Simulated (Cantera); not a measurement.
Charge: 1 mol Si(CH₃)₄, 0.016 mol C₃H₈, 470 mol H₂, held at 1075 °C and 0.133 bar.

Method: chemical equilibrium by Gibbs-energy minimisation in Cantera with the NASA 1993 tables (ideal gas, pure condensed phases). Candidate condensed phases: C, C₆H₆, C₇H₈, C₈H₁₈, Si, SiC; 87 gas species. Kinetics and transport are ignored.

Base state: H₂ 0.999, CH₄ 0.000777 (mole fractions); condensed: C(graphite) + SiC(s).

**Question.** What changes in the equilibrium state with this change: Si(CH₃)₄ replaced by SiCl₄?

**Answer.** 
```tsv
species	before	after
H₂	0.999	0.992
HCl	0	0.00807
SiCl₂	0	0.000184
CH₄	0.000777	2.88e-6
C(graphite), mol	2.68	0
SiC(s), mol	1.000	0.0466
Si(s), mol	0	0.861
```
Mutual solubility and eutectic melting of coexisting phases are not modelled.
